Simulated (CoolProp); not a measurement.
Vapour-liquid equilibrium of p-xylene (1) + n-undecane (2) at 0.0168 MPa; x and y are mole fractions of (1).

Values from CoolProp's multi-fluid Helmholtz-energy mixture model, Zhou 2012 and Aleksandrov 2011; pair parameters Bell 2016.

Give the bubble temperature and the first vapour's composition at x = 0.05, 0.35, 0.8. Is there an azeotrope?

x = 0.05: 128.8 °C, y = 0.216; x = 0.35: 105.6 °C, y = 0.780; x = 0.8: 87.2 °C, y = 0.970. No azeotrope shows between x = 0.05 and 0.95.

The pair parameters rest on a limited set of measurements; away from them the model extrapolates.
